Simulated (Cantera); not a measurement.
Input: 1 mol PbO, 0.56 mol N₂, held at 1123.15 K and 15.0 mbar.

These are equilibrium values from Cantera (NASA tables, ideal gas, pure condensed phases), not measurements of a reactor. Candidate condensed phases: Pb, PbO, PbO₂, Pb₃O₄; 12 gas species. Equilibrium is a limit: real reactors are often held back by kinetics, nucleation or transport.

Base state: N₂ 0.999, PbO 0.000766, Pb 0.000130, O₂ 6.39e-5 (mole fractions); condensed: PbO(yellow).

What changes in the equilibrium state with this change: temperature from 1123.15 K to 1475 K?


| species | before | after |
|---|---|---|
| N₂ | 0.999 | 0.462 |
| PbO | 0.000766 | 0.425 |
| Pb | 0.000130 | 0.0749 |
| O₂ | 6.39e-5 | 0.0373 |
| NO | 2.05e-6 | 0.000349 |
| PbO(yellow), mol | 0.999 | 0 |
| PbO(l), mol | 0 | 0.394 |
Gases not in the tables: (PbO)n polymers.

What changes in the equilibrium state with this change: 0.022 mol H₂ added?


```tsv
species	before	after
N₂	0.999	0.950
H₂O	0	0.0373
Pb	0.000130	0.0122
O₂	6.39e-5	7.22e-9
PbO	0.000766	0.000766
PbO(yellow), mol	0.999	0.978
Pb(l), mol	0	0.0148
```
Mutual solubility and eutectic melting of coexisting phases are not modelled. Further candidate phases: H₂O.

What changes in the equilibrium state with this change: PbO replaced by HgO?


```json
[
 {"species": "Hg", "before": "0", "after": "0.485"},
 {"species": "N₂", "before": "0.999", "after": "0.272"},
 {"species": "O₂", "before": "6.39e-5", "after": "0.243"},
 {"species": "PbO", "before": "0.000766", "after": "0"},
 {"species": "Pb", "before": "0.000130", "after": "0"},
 {"species": "NO", "before": "2.05e-6", "after": "6.59e-5"},
 {"species": "PbO(yellow), mol", "before": "0.999", "after": "0"}
]
```
Further candidate phases: Hg, HgO.
